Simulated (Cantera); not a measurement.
# Catalytic combustion on Pt

An isothermal plug-flow reactor at 875 K and 0.270 bar (inlet), inlet velocity 0.69 m/s, active area per volume 3300 1/m; feed CH4 : O2 : N2 : H2O = 0.0034 : 0.055 : 0.79 : 0.067 (molar parts), equivalence ratio 0.12.

Computed with Cantera and Deutschmann's 1995 Pt surface mechanism with GRI-Mech 3.0 gas chemistry. Catalytic surfaces can have several steady states; this one follows from the mechanism file's or the stated starting coverage. Mass transfer to the wall is taken as infinitely fast.

| z (m) | x CH4 | x O2 | x H2O | x CO2 | x CO | θ free Pt | θ O* | θ OH* |
|---|---|---|---|---|---|---|---|---|
| 7.9e-05 | 0.00367 | 0.0600 | 0.0733 | 4.38e-5 | 1.04e-6 | 0.146 | 0.851 | 0.00366 |
| 0.00013 | 0.00364 | 0.0599 | 0.0733 | 7.25e-5 | 1.09e-6 | 0.146 | 0.851 | 0.00367 |
| 0.00022 | 0.00359 | 0.0598 | 0.0734 | 0.000123 | 1.09e-6 | 0.146 | 0.850 | 0.00367 |
| 0.00037 | 0.00351 | 0.0597 | 0.0736 | 0.000205 | 1.07e-6 | 0.146 | 0.850 | 0.00367 |
| 0.00061 | 0.00338 | 0.0594 | 0.0739 | 0.000333 | 1.03e-6 | 0.146 | 0.850 | 0.00368 |
| 0.001 | 0.00318 | 0.0590 | 0.0743 | 0.000531 | 9.71e-7 | 0.146 | 0.850 | 0.00369 |
| 0.0017 | 0.00285 | 0.0584 | 0.0749 | 0.000860 | 8.72e-7 | 0.147 | 0.850 | 0.00371 |
| 0.0028 | 0.00240 | 0.0575 | 0.0758 | 0.00131 | 7.35e-7 | 0.147 | 0.849 | 0.00374 |
| 0.0047 | 0.00178 | 0.0562 | 0.0771 | 0.00194 | 5.45e-7 | 0.148 | 0.848 | 0.00378 |
| 0.0079 | 0.00106 | 0.0548 | 0.0785 | 0.00265 | 3.27e-7 | 0.149 | 0.847 | 0.00382 |
x: gas mole fraction; θ: surface coverage.
